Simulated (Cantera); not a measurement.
A freely propagating, adiabatic, planar premixed flame of 4.00 % C₃H₈, 20.8 % O₂, 72.7 % N₂, 2.44 % CO₂, unburnt at 525 K and 8.30 bar; mixture-averaged transport, grid criteria slope 0.08 and curve 0.16, no radiation.

Model: GRI-Mech 3.0 (53 species, 325 reactions), integrated in Cantera. GRI-Mech 3.0 was tuned for natural gas; its chemistry of propane as a main component is partial and can be far from experiment. Burning velocities carry a grid error of a few per cent, more on coarse grids.

### Question
Predict: laminar burning velocity; thermal thickness; peak x(CH₄); peak x(C₂H); peak x(H₂); peak x(HCO).

### Answer
| Quantity | Value |
|---|---|
| laminar burning velocity | 66.7 cm/s |
| thermal thickness | 0.0533 mm |
| peak x(CH₄) | 0.00250 |
| peak x(C₂H) | 2.09e-6 |
| peak x(H₂) | 0.0131 |
| peak x(HCO) | 4.65e-5 |
